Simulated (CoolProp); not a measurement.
Vapour-liquid equilibrium of neopentane (1) + n-pentane (2) at 315.9 K; x and y are mole fractions of (1).

Model: multi-fluid Helmholtz-energy mixture model, Lemmon 2006 and Thol 2019; pair parameters Bell 2016, in CoolProp.

Problem. Give the bubble pressure and the first vapour's composition at x = 0.75, 0.85, 0.95. Is there an azeotrope?

Solution. x = 0.75: 250.5 kPa, y = 0.863; x = 0.85: 266.9 kPa, y = 0.922; x = 0.95: 283.4 kPa, y = 0.975. No azeotrope shows between x = 0.05 and 0.95.

Pair parameters are fitted to limited data, so mixtures are less certain than the pure fluids.
